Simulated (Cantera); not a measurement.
A perfectly stirred reactor is fed with 17.5 % CH4, 59.6 % H2O, 22.8 % H2, at 13300 Pa; it is held at 1998 K, and followed from long to short residence time.

Detailed kinetics in Cantera: GRI-Mech 3.0 (53 species, 325 reactions).

x: mole fraction; the columns are a selection and need not sum to one.

```
τ (s)      x CH4  x H2O   x H2    x CO     x C2H
------  --------  -----  -----  ------  --------
13      0.000115  0.298  0.569   0.116  2.07e-10
4.6     0.000343  0.298  0.569   0.116   1.72e-9
1.6     0.000958  0.300  0.567   0.115   1.28e-8
0.57     0.00235  0.304  0.563   0.113   7.40e-8
0.20     0.00515  0.316  0.552   0.106   3.26e-7
0.070          …      …  0.528       …         …
0.025     0.0172  0.392  0.488  0.0646   2.13e-6
0.0087    0.0290  0.450  0.436  0.0372   3.18e-6
0.0031    0.0483  0.499  0.385  0.0180   3.33e-6
0.0011         …  0.537      …       …         …
```

Complete the blanks.


- 0.070, x CH4: 0.00991
- 0.070, x H2O: 0.345
- 0.070, x CO: 0.0900
- 0.070, x C2H: 1.01e-6
- 0.0011, x CH4: 0.0785
- 0.0011, x H2: 0.335
- 0.0011, x CO: 0.00736
- 0.0011, x C2H: 2.46e-6
